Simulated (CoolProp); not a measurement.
Propylene at 293.15 K and 0.81 MPa is compressed adiabatically to 1.8 MPa with isentropic efficiency 0.9. Each further row changes one setting.

Computed with CoolProp (reference Helmholtz-energy equation of state, Lemmon 2013).

```tsv
case	work (kJ/kg)	final temperature (K)	final density (kg/m³)
as stated	(withheld)	(withheld)	(withheld)
efficiency 1	(withheld)	(withheld)	35.1
efficiency 0.65	62.5	(withheld)	(withheld)
```

Q: Complete the blanks.

A: 
- as stated, work (kJ/kg): 45.1
- as stated, final temperature (K): 334.1
- as stated, final density (kg/m³): 34.6
- efficiency 1, work (kJ/kg): 40.6
- efficiency 1, final temperature (K): 332.0
- efficiency 0.65, final temperature (K): 342.4
- efficiency 0.65, final density (kg/m³): 32.9
